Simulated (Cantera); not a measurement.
A Cantera script and its output.

```python
import numpy as np
import cantera as ct

gas = ct.Solution("gri30.yaml")


def delay(T, t_max=10):
    gas.TPX = T, 101325, {'CH4': 1, 'H2': 0.48, 'O2': 2.04, 'N2': 11.8}
    reactor = ct.IdealGasConstPressureReactor(gas, clone=False)
    net = ct.ReactorNet([reactor])
    net.rtol, net.atol = 1e-8, 1e-16
    while net.time < t_max:
        t_old, T_old = net.time, reactor.T
        net.step()
        if reactor.T > T + 400:  # ignition: a rise of 400 K
            return t_old + (T + 400 - T_old) / (reactor.T - T_old) * (net.time - t_old)
    return np.nan


taus = []
for T in [925, 1025, 1125, 1225, 1325, 1425, 1525, 1625, 1725]:
    taus.append(delay(T))
    print(f"T0 = {T:6g} K   tau = {taus[-1]:.4e} s")
```

Result:

```
T0 =    925 K   tau = 1.3577e-01 s
T0 =   1025 K   tau = 2.2535e-02 s
T0 =   1125 K   tau = 8.1612e-03 s
T0 =   1225 K   tau = 3.2348e-03 s
T0 =   1325 K   tau = 1.3684e-03 s
T0 =   1425 K   tau = 6.2947e-04 s
T0 =   1525 K   tau = 3.1892e-04 s
T0 =   1625 K   tau = 1.7659e-04 s
T0 =   1725 K   tau = 1.0475e-04 s
```

Model: GRI-Mech 3.0 (53 species, 325 reactions), integrated in Cantera. Below about 1000 K GRI-Mech 3.0 lacks low-temperature oxidation paths. Below about 950 K walls govern HO2 and H2O2 in real vessels.
